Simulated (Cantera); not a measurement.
Input: 1 mol Cu, 20 mol HF, held at 752 °C and 4.70 Pa.

Cantera equilibrium calculation (NASA polynomials, part measured and part estimated; ideal gas, pure solids and liquids). Candidate condensed phases: Cu, CuF2; 15 gas species. Rates play no part.

Base state: HF 1.000, CuF 3.75e-5, H2 1.87e-5 (mole fractions); condensed: Cu(s).

**Question.** What changes in the equilibrium state with this change: temperature from 752 °C to 1025 °C?

**Answer.** 
```
species      before    after
----------  -------  -------
HF            1.000    0.993
Cu          8.83e-7  0.00321
CuF         3.75e-5  0.00249
H2          1.87e-5  0.00124
Cu(s), mol    0.999    0.885
```
